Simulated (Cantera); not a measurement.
A diamond (100) surface in a fixed gas of H2 with x(CH4) = 0.015, x(H) = 0.0013, at 1048 K, 0.0330 bar; coverages are run to steady state.

Model: the Harris–Goodwin 1993 mechanism for the reconstructed diamond (100) surface, integrated in Cantera.

One state of this run: growth (µm/h) = 0.628; θ c6HH = 0.551; θ c6H* = 0.0222; θ c6*H = 0.400; θ c6** = 0.0121; θ c6HM = 0.00991. θ: site fractions in the mechanism's names (c6HH fully hydrogenated, c6H* and c6*H radical sites, c6** diradical, c6HM methylated).

Q: Which value of x(CH3) does it belong to?
A) 5.1e-05
B) 7.2e-06
C) 1.9e-05
D) 0.00014

A: A, 5.1e-05
